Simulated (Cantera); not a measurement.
Cantera run, input and output.

```python
import numpy as np
import cantera as ct

gas = ct.Solution("gri30.yaml")
gas.TPX = 1300, 2400000, {'CO': 1, 'H2': 0.048, 'CH4': 1.8, 'O2': 1.35, 'N2': 5.06}
reactor = ct.IdealGasConstPressureReactor(gas, energy="on", clone=False)
net = ct.ReactorNet([reactor])
net.rtol, net.atol = 1e-08, 1e-16
show = ['CO', 'H2', 'CH4', 'NO2', 'H']
times = np.geomspace(4e-06, 6, 15)

steps = ct.SolutionArray(gas, extra=["t"])
rows = []
print(f"{'t/s':>10s}{'T/K':>9s}{'P/Pa':>11s}" + "".join(f"{s:>11s}" for s in show))
for t in times:
    while net.time < t:
        t_next = net.step()
        steps.append(gas.state, t=t_next)
    rows.append([np.interp(t, steps.t, y) for y in (steps.T, steps.P, *steps(*show).X.T)])
    print(f"{t:10.3e}{rows[-1][0]:9.1f}{rows[-1][1]:11.4g}" + "".join(f"{x:11.3e}" for x in rows[-1][2:]))
rate = np.gradient(steps.T, steps.t)
print("integrator steps:", len(steps.t))
if steps.T.max() > steps.T[0] + 200:
    print(f"time of steepest temperature rise: {steps.t[rate.argmax()]:.4e} s")
gas.TPX = 1300, 2400000, {'CO': 1, 'H2': 0.048, 'CH4': 1.8, 'O2': 1.35, 'N2': 5.06}
gas.equilibrate("HP")
print(f"equilibrium (HP): T = {gas.T:.1f} K  " + "  ".join(f"{s} {gas[s].X[0]:.3e}" for s in show))
```

Result:

```
       t/s      T/K       P/Pa         CO         H2        CH4        NO2          H
 4.000e-06   1300.0    2.4e+06  1.080e-01  5.185e-03  1.944e-01  9.840e-21  2.151e-09
 1.105e-05   1300.0    2.4e+06  1.080e-01  5.184e-03  1.944e-01  1.884e-19  6.534e-09
 3.050e-05   1300.2    2.4e+06  1.080e-01  5.179e-03  1.944e-01  5.972e-18  1.706e-08
 8.424e-05   1301.1    2.4e+06  1.080e-01  5.161e-03  1.943e-01  1.608e-16  2.266e-08
 2.326e-04   1304.3    2.4e+06  1.079e-01  5.115e-03  1.938e-01  2.926e-15  2.825e-08
 6.424e-04   1319.9    2.4e+06  1.075e-01  5.079e-03  1.917e-01  7.865e-14  5.197e-08
 1.774e-03   2057.6    2.4e+06  1.658e-01  1.644e-01  1.027e-02  1.306e-13  2.020e-04
 4.899e-03   2012.8    2.4e+06  2.024e-01  2.111e-01  6.150e-03  3.642e-14  1.689e-04
 1.353e-02   1985.4    2.4e+06  2.208e-01  2.361e-01  3.615e-03  1.542e-14  1.471e-04
 3.736e-02   1965.9    2.4e+06  2.284e-01  2.486e-01  1.187e-03  8.853e-15  1.313e-04
 1.032e-01   1958.4    2.4e+06  2.299e-01  2.519e-01  5.355e-05  7.453e-15  1.255e-04
 2.849e-01   1958.1    2.4e+06  2.299e-01  2.521e-01  1.964e-06  7.472e-15  1.254e-04
 7.868e-01   1958.1    2.4e+06  2.299e-01  2.521e-01  1.958e-06  7.629e-15  1.254e-04
 2.173e+00   1958.1    2.4e+06  2.299e-01  2.521e-01  1.958e-06  8.058e-15  1.254e-04
 6.000e+00   1958.1    2.4e+06  2.299e-01  2.521e-01  1.958e-06  9.222e-15  1.254e-04
integrator steps: 2753
time of steepest temperature rise: 1.5259e-03 s
equilibrium (HP): T = 1958.2 K  CO 2.299e-01  H2 2.520e-01  CH4 2.122e-06  NO2 2.690e-14  H 1.254e-04
```

Cantera simulation using GRI-Mech 3.0 (53 species, 325 reactions); the numbers are that mechanism's predictions, not measurements. The pressure lies above the range GRI-Mech 3.0 was tuned for (to about 10 atm).
